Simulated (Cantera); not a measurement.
Charge: 1 mol AlN, a varied amount of Cl2, equilibrated at 1025 °C and 0.0410 bar.

Method: chemical equilibrium by Gibbs-energy minimisation in Cantera with the NASA 1993 tables (ideal gas, pure condensed phases). Candidate condensed phases: Al, AlCl3, AlN; 11 gas species. The tables' values for AlCl2 are old estimates; treat these amounts as uncertain. The numbers say what is thermodynamically allowed, not how fast it happens.

x: gas mole fraction; n: condensed amount in mol.

```
n(Cl2) (mol)       x Cl2     x AlCl3        x N2     x Cl  x AlCl2  n AlN(s)
------------  ----------  ----------  ----------  -------  -------  --------
0.64            4.66e-10       0.665       0.333  1.30e-6  0.00192     0.573
3.5                0.537       0.279       0.140   0.0441  2.38e-8         0
6.4           (withheld)  (withheld)  (withheld)   0.0511  1.12e-8         0
9.3                0.790       0.105      0.0523   0.0535  7.35e-9         0
12                 0.824  (withheld)  (withheld)   0.0546  5.57e-9         0
15                 0.847      0.0648      0.0324   0.0554  4.39e-9         0
18                 0.863      0.0540      0.0270   0.0559  3.63e-9         0
```

**Question.** Some entries are withheld; supply them.

**Answer.** 
- 6.4, x Cl2: 0.721
- 6.4, x AlCl3: 0.152
- 6.4, x N2: 0.0761
- 12, x AlCl3: 0.0811
- 12, x N2: 0.0405
